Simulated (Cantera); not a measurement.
A freely propagating, adiabatic, planar premixed flame of 5.27 % CH4, 0.448 % C2H6, 17.8 % O2, 76.5 % N2, equivalence ratio 0.68, unburnt at 625 K and 100.0 Torr; multicomponent+Soret transport, grid criteria slope 0.08 and curve 0.16, no radiation.

Cantera simulation using GRI-Mech 3.0 (53 species, 325 reactions); the numbers are that mechanism's predictions, not measurements. Burning velocities carry a grid error of a few per cent, more on coarse grids.

Problem. Predict: laminar burning velocity; thermal thickness; peak x(CH3); peak x(HCN).

Solution. 
| Quantity | Result |
|---|---|
| laminar burning velocity | 126 cm/s |
| thermal thickness | 2.56 mm |
| peak x(CH3) | 0.00138 |
| peak x(HCN) | 3.00e-7 |
